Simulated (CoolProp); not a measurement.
Values from CoolProp's reference Helmholtz-energy equation of state, Lemmon 2005. It is a short technical equation, of lower accuracy than the large ones.

Q: For trans-2-butene, give the phase and the cv (kJ/(kg K)), Joule-Thomson coefficient (K/MPa) at 208.55 °C and 1050 kPa; 44.35 °C and 17.1 kPa; 71.75 °C and 15600 kPa.

A: 
- 208.55 °C and 1050 kPa: gas; cv 2.10, Joule-Thomson coefficient 6.78
- 44.35 °C and 17.1 kPa: gas; cv 1.48, Joule-Thomson coefficient 23.8
- 71.75 °C and 15600 kPa: liquid; cv 1.76, Joule-Thomson coefficient -0.251
